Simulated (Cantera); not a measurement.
Cantera run, input and output.

```python
import numpy as np
import cantera as ct

gas = ct.Solution("h2o2.yaml")
gas.TPX = 575, 330000, {'H2': 1, 'O2': 0.417, 'N2': 1.57, 'H2O': 0.68}
flame = ct.FreeFlame(gas, width=0.017)
flame.set_refine_criteria(ratio=3, slope=0.08, curve=0.16)
flame.transport_model = "mixture-averaged"
flame.solve(loglevel=0, auto=True)
z, T = flame.grid, flame.T
thick = (T[-1] - T[0]) / np.gradient(T, z).max()
show = ['H2', 'O2', 'H2O', 'H', 'O', 'H2O2']
print(f"laminar burning velocity  {flame.velocity[0] * 100:.3f} cm/s")
print(f"burnt temperature         {T[-1]:.1f} K")
print(f"thermal thickness         {thick * 1e3:.4f} mm")
print(f"grid points               {len(z)}")
z0 = z[flame.heat_release_rate.argmax()]
print(f"{'z/mm':>9s}{'T/K':>9s}{'u/(m/s)':>9s}" + "".join(f"{s:>11s}" for s in show))
rows = []
for k in (-3, -2, -1.5, -1, -0.5, -0.25, 0, 0.25, 0.5, 1, 2, 4, 8):
    zz = z0 + k * thick
    rows.append([k * thick, np.interp(zz, z, T), np.interp(zz, z, flame.velocity),
                 *(np.interp(zz, z, flame.X[gas.species_index(s)]) for s in show)])
    print(f"{rows[-1][0] * 1e3:9.3f}{rows[-1][1]:9.1f}{rows[-1][2]:9.3f}" + "".join(f"{x:11.3e}" for x in rows[-1][3:]))
```

Result:

```
laminar burning velocity  404.113 cm/s
burnt temperature         2177.8 K
thermal thickness         0.0907 mm
grid points               111
     z/mm      T/K  u/(m/s)         H2         O2        H2O          H          O       H2O2
   -0.272    575.0    4.041  2.726e-01  1.137e-01  1.855e-01  8.653e-14  6.532e-12  2.131e-10
   -0.181    575.0    4.040  2.723e-01  1.138e-01  1.856e-01  1.921e-12  1.442e-10  2.341e-09
   -0.136    575.3    4.037  2.713e-01  1.139e-01  1.858e-01  4.303e-11  3.150e-09  3.344e-08
   -0.091    577.8    4.035  2.673e-01  1.145e-01  1.871e-01  1.100e-09  5.530e-08  4.995e-07
   -0.045    640.2    4.352  2.430e-01  1.161e-01  1.976e-01  1.498e-05  5.718e-06  3.381e-05
   -0.023    897.5    5.917  2.029e-01  1.073e-01  2.320e-01  1.116e-03  1.501e-04  1.073e-04
    0.000   1282.9    8.276  1.473e-01  7.910e-02  2.985e-01  7.875e-03  1.174e-03  4.038e-05
    0.023   1557.5    9.958  9.928e-02  4.514e-02  3.634e-01  1.629e-02  2.424e-03  6.343e-06
    0.045   1711.9   10.899  7.360e-02  2.418e-02  4.009e-01  1.933e-02  2.718e-03  3.800e-06
    0.091   1860.2   11.776  5.873e-02  1.052e-02  4.271e-01  1.669e-02  2.281e-03  2.207e-06
    0.181   1980.5   12.454  5.369e-02  5.472e-03  4.415e-01  1.090e-02  1.331e-03  1.214e-06
    0.363   2065.6   12.916  5.030e-02  2.819e-03  4.521e-01  6.498e-03  6.222e-04  6.861e-07
    0.726   2120.0   13.204  4.775e-02  1.232e-03  4.595e-01  3.745e-03  2.498e-04  3.594e-07
```

Cantera simulation using the H2/O2 subset of GRI-Mech 3.0, which has no nitrogen chemistry; the numbers are that mechanism's predictions, not measurements. The hydrogen kinetics of GRI-Mech 3.0 are dated; newer H2 mechanisms differ, most at raised pressure. Burning velocities carry a grid error of a few per cent, more on coarse grids.
